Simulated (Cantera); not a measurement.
Input: 1 mol Cu, 12 mol CO, 4 mol H₂, at 1148.15 K and 6.10 bar.

Cantera equilibrium calculation (NASA polynomials, part measured and part estimated; ideal gas, pure solids and liquids). Candidate condensed phases: C, C₆H₆, C₇H₈, C₈H₁₈, Cu, CuO, Cu(OH)₂, Cu₂O, H₂O; 113 gas species. Equilibrium is a limit: real reactors are often held back by kinetics, nucleation or transport.

Base state: CO 0.625, H₂ 0.229, CO₂ 0.0966, H₂O 0.0419, CH₄ 0.00762 (mole fractions); condensed: C(graphite) + Cu(s).

Question: What changes in the equilibrium state with this change: pressure from 6.10 bar to 33.0 Pa?

Answer: 
| species | before | after |
|---|---|---|
| CO | 0.625 | 0.750 |
| H₂ | 0.229 | 0.250 |
| CO₂ | 0.0966 | 7.53e-6 |
| H₂O | 0.0419 | 2.97e-6 |
| CH₄ | 0.00762 | 4.90e-7 |
| C(graphite), mol | 1.83 | 0 |
| Cu(s), mol | 1.00 | 1.000 |
